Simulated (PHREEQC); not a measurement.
PHREEQC input (ion-association model, wateq4f.dat):

```
SOLUTION_MASTER_SPECIES
  An  An-  0  An  62.0  # stands for a non-complexing anion
SOLUTION_SPECIES
  An- = An-
    -log_k 0
    -gamma 3.0 0
PHASES
  Fix_H+
    H+ = H+
    -log_k 0
SOLUTION 1
  temp 25
  units mmol/kgw
  pH 7 charge
  As(5) 7.4e-05
  Na 1.00015
  An 1
END
SELECTED_OUTPUT 1
  -reset false
  -pH true
  -pe true
  -ionic_strength true
  -water true
  -totals As Na As(3) As(5)
  -molalities Hfo_wOH Hfo_wOH2+ Hfo_wO- Hfo_sOH Hfo_sOH2+ Hfo_sO- Hfo_wH2AsO4 Hfo_wHAsO4- Hfo_wOHAsO4-3
USER_PUNCH 1
  -headings sigma psi
  10 PUNCH EDL("sigma", "Hfo"), EDL("psi", "Hfo")
PRINT
  -reset false
USE solution 1
SURFACE 1
  Hfo_wOH 5.16854e-05 600 0.023
  Hfo_sOH 1.29213e-06
EQUILIBRIUM_PHASES 1
  Fix_H+ -4 HAn 10
    -force_equality true
  O2(g) -0.68 10
END
# ... the last block is repeated for the other 16 points of pH, with NaOH or the acid as the point needs
```

Selected output (columns that matter, 9 of 17 rows; pH added in front):

```
pH	mu	As	Na	m_Hfo_wOH	m_Hfo_wOH2+	m_Hfo_wO-	m_Hfo_sOH	m_Hfo_sOH2+	m_Hfo_sO-	m_Hfo_wH2AsO4	m_Hfo_wHAsO4-	m_Hfo_wOHAsO4-3	sigma	psi
4	0.0011121	5.9882e-14	0.0010001	3.246e-05	1.7795e-05	1.3564e-06	8.1265e-07	4.4552e-07	3.3958e-08	5.5433e-10	2.482e-08	4.8625e-08	0.11663	0.21007
4.75	0.001023	6.9866e-14	0.0010001	3.7243e-05	1.1638e-05	2.7303e-06	9.3241e-07	2.9137e-07	6.8356e-08	1.3376e-10	1.0507e-08	6.3359e-08	0.062442	0.18014
5.5	0.0010056	1.442e-13	0.0010001	3.8973e-05	8.5852e-06	4.053e-06	9.7572e-07	2.1494e-07	1.0147e-07	5.0526e-11	5.6302e-09	6.8319e-08	0.031011	0.14476
6.25	0.0010018	5.1024e-13	0.0010001	3.9466e-05	7.1669e-06	4.9786e-06	9.8806e-07	1.7943e-07	1.2464e-07	2.9023e-11	3.9231e-09	7.0047e-08	0.014188	0.10535
7	0.0010007	3.3632e-12	0.0010001	3.9585e-05	6.5259e-06	5.5007e-06	9.9104e-07	1.6338e-07	1.3771e-07	2.192e-11	3.2638e-09	7.0711e-08	0.005842	0.063468
7.75	0.0010005	4.9121e-11	0.0010003	3.9613e-05	6.2101e-06	5.7886e-06	9.9173e-07	1.5547e-07	1.4492e-07	1.8918e-11	2.9622e-09	7.097e-08	0.0015118	0.020393
8.5	0.0010034	1.1594e-09	0.0010035	3.9619e-05	5.9806e-06	6.0127e-06	9.9188e-07	1.4973e-07	1.5053e-07	1.6685e-11	2.7132e-09	7.0111e-08	-0.0017198	-0.023002
9.25	0.001019	2.166e-08	0.0010194	3.9618e-05	5.6474e-06	6.3672e-06	9.9146e-07	1.4133e-07	1.5934e-07	1.0136e-11	1.7456e-09	5.0584e-08	-0.0062321	-0.065897
10	0.0011052	6.6938e-08	0.0011063	3.9524e-05	5.0075e-06	7.1467e-06	9.8823e-07	1.252e-07	1.7869e-07	9.6711e-13	1.8738e-10	6.8737e-09	-0.015478	-0.10724
```
